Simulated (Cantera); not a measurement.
A closed system holds: 1 mol BN, 0.32 mol O2, 2.1 mol H2, held at 1400 °C and 7.50 Torr.

Equilibrium computed with Cantera from the NASA thermochemical tables; the gas is ideal and each condensed phase is pure. The numbers say what is thermodynamically allowed, not how fast it happens.

| species | before | after |
|---|---|---|
| H2 | 0.784 | 0.895 |
| N2 | 0.0909 | 0.0905 |
| HBO2 | 0.0208 | 0.00700 |
| B2O3 | 0.0460 | 0.00131 |
| HBO | 0.0438 | 0.00421 |
| B2O2 | 0.0120 | 9.72e-5 |
| BO | 0.00117 | 1.68e-5 |
| H | 0.00101 | 0.000173 |
| H2O | 0.000531 | 0.00212 |
| B3O3H3 | 8.06e-6 | 1.09e-5 |
| BN(s), mol | 0.533 | 0.579 |
| B2O3(l), mol | 0 | 0.194 |
Gas species are given as mole fractions.

What was changed between the two runs?
A) pressure from 7.50 Torr to 293 Torr
B) temperature from 1400 °C to 1477 °C
C) H2 from 2.1 to 68 mol
D) O2 from 0.32 to 0.1 mol

A, pressure from 7.50 Torr to 293 Torr. Mutual solubility and eutectic melting of coexisting phases are not modelled. Gases not in the tables: H3BO3
